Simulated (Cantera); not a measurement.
## Ignition delay

Mixture: CO : H2 : O2 : N2 : CO2 = 1 : 1.5 : 2.08 : 7.83 : 3.7 (molar parts), at 5.00 bar, adiabatic and at constant pressure. Ignition delay is the time to a rise of 400 K.

Cantera simulation using GRI-Mech 3.0 (53 species, 325 reactions); the numbers are that mechanism's predictions, not measurements. The hydrogen kinetics of GRI-Mech 3.0 are dated; newer H2 mechanisms differ, most at raised pressure.

```tsv
T0 (K)	delay (ms)
1100	0.628
1175	0.0552
1250	0.0192
1325	0.0117
1400	0.00873
```

```yaml
apparent activation energy between 1250 and 1400 K: 77 kJ/mol
```
